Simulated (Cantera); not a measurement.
Standard-state values (1 bar) from the NASA 1993 polynomials, evaluated with Cantera. Values are per mole of reaction as written; species without (g) are pure solids or liquids, kept so even where they would boil at 1 bar.

5 C3H8(g) + Ta2O5 → 5 CO(g) + 10 CH4(g) + 2 Ta

```
T (K)  ΔH° (kJ)  ΔS° (J/K)  ΔG° (kJ)  log10 K
-----  --------  ---------  --------  -------
300           ?          ?         ?        ?
725      1252.0     1410.7     229.3   -16.52
825           ?          ?         ?        ?
925      1233.0     1387.6     -50.5     2.85
1025          ?          ?         ?        ?
1125          ?          ?         ?        ?
```

**Question.** Fill in the missing entries.

**Answer.** 
- 300, ΔH° (kJ): 1270.8
- 300, ΔS° (J/K): 1440.5
- 300, ΔG° (kJ): 838.7
- 300, log10 K: -146.03
- 825, ΔH° (kJ): 1242.6
- 825, ΔS° (J/K): 1398.5
- 825, ΔG° (kJ): 88.8
- 825, log10 K: -5.62
- 1025, ΔH° (kJ): 1223.2
- 1025, ΔS° (J/K): 1377.5
- 1025, ΔG° (kJ): -188.7
- 1025, log10 K: 9.62
- 1125, ΔH° (kJ): 1213.6
- 1125, ΔS° (J/K): 1368.5
- 1125, ΔG° (kJ): -326.0
- 1125, log10 K: 15.14
